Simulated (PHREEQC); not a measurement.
**Metal-bearing waste water: speciation**

Dissolve 3.2 mmol/kgw FeSO4, 0.033 mmol/kgw CaCl2 and 0.046 mmol/kgw Na2SO4 at 20 °C. Closed to the air; pH follows from the charge balance.

Equilibrium calculation in PHREEQC: ion-association model, phreeqc.dat.

Precipitation was switched off in this run.

Question: Estimate the pH, specific conductance, ionic strength.

Answer: pH 6.23; specific conductance 568 µS/cm; ionic strength 0.0109 mol/kgw.

Question: In which forms is Fe present?

Answer: Fe+2 84 %, FeSO4 16 % of the Fe.

Species that the database lacks are ignored.
